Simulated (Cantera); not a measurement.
Thermodynamics of iron carbonyl, mercury and lead vapours, feed PbO + O2 + N2

Charge: 1 mol PbO, 2.9 mol O2, 0.69 mol N2, equilibrated at 101000 Pa.

Method: chemical equilibrium by Gibbs-energy minimisation in Cantera with the NASA 1993 tables (ideal gas, pure condensed phases). Candidate condensed phases: Pb, PbO, PbO2, Pb3O4; 12 gas species. Gases not in the tables: (PbO)n polymers. Rates play no part.

At 475 °C the condensed part is PbO(red). From 550 °C to 850 °C the condensed part is PbO(yellow). From 925 °C to 1375 °C the condensed part is PbO(l).

| T (°C) | x O2 | x N2 | x PbO | x NO | x Pb | x O | x NO2 | x N2O | n PbO(red) | n PbO(yellow) | n PbO(l) |
|---|---|---|---|---|---|---|---|---|---|---|---|
| 475 | 0.808 | 0.192 | 3.67e-12 | 7.47e-7 | <1e-12 | <1e-12 | 8.38e-7 | 4.41e-11 | 1.00 | 0 | 0 |
| 550 | 0.808 | 0.192 | 2.24e-10 | 2.85e-6 | <1e-12 | <1e-12 | 1.36e-6 | 1.47e-10 | 0 | 1.00 | 0 |
| 625 | 0.808 | 0.192 | 6.78e-9 | 8.69e-6 | <1e-12 | 4.46e-12 | 2.05e-6 | 4.00e-10 | 0 | 1.00 | 0 |
| 700 | 0.808 | 0.192 | 1.19e-7 | 2.23e-5 | 2.74e-12 | 6.04e-11 | 2.89e-6 | 9.40e-10 | 0 | 1.00 | 0 |
| 775 | 0.808 | 0.192 | 1.38e-6 | 5.01e-5 | 9.59e-11 | 5.65e-10 | 3.88e-6 | 1.96e-9 | 0 | 1.000 | 0 |
| 850 | 0.808 | 0.192 | 1.13e-5 | 0.000101 | 2.07e-9 | 3.93e-9 | 5.03e-6 | 3.71e-9 | 0 | 1.000 | 0 |
| 925 | 0.808 | 0.192 | 6.46e-5 | 0.000186 | 2.75e-8 | 2.14e-8 | 6.30e-6 | 6.51e-9 | 0 | 0 | 1.000 |
| 1000 | 0.807 | 0.192 | 0.000276 | 0.000320 | 2.48e-7 | 9.60e-8 | 7.70e-6 | 1.07e-8 | 0 | 0 | 0.999 |
| 1075 | 0.807 | 0.192 | 0.000992 | 0.000517 | 1.73e-6 | 3.64e-7 | 9.20e-6 | 1.67e-8 | 0 | 0 | 0.996 |
| 1150 | 0.805 | 0.191 | 0.00308 | 0.000793 | 9.76e-6 | 1.20e-6 | 1.08e-5 | 2.48e-8 | 0 | 0 | 0.989 |
| 1225 | 0.800 | 0.190 | 0.00849 | 0.00116 | 4.60e-5 | 3.51e-6 | 1.23e-5 | 3.53e-8 | 0 | 0 | 0.969 |
| 1300 | 0.790 | 0.187 | 0.0210 | 0.00163 | 0.000186 | 9.22e-6 | 1.38e-5 | 4.80e-8 | 0 | 0 | 0.922 |
| 1375 | 0.768 | 0.182 | 0.0477 | 0.00217 | 0.000667 | 2.20e-5 | 1.49e-5 | 6.21e-8 | 0 | 0 | 0.817 |
x: gas mole fraction; n: condensed amount in mol.
